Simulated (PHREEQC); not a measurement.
Solution (25 °C): 0.064 mol Cu(NO3)2, 0.013 mol HNO3 and 0.0027 mol FeCl3 per kg of water. Closed to the air; pH follows from the charge balance.

The numbers come from PHREEQC with the ion-association model, phreeqc.dat.

The ionic strength comes out as 0.219 mol/kgw. What activity coefficients do Cl-, Fe2(OH)2+4, FeCl+2, H+, FeCl2+ get?

Cl- 0.71, Fe2(OH)2+4 0.0086, FeCl+2 0.29, H+ 0.79, FeCl2+ 0.73.

This is a speciation only: nothing precipitates in the calculation. The solution is supersaturated, for example in Hematite (slow to form), Goethite (slow to form), so a real one may precipitate; this is no full list.
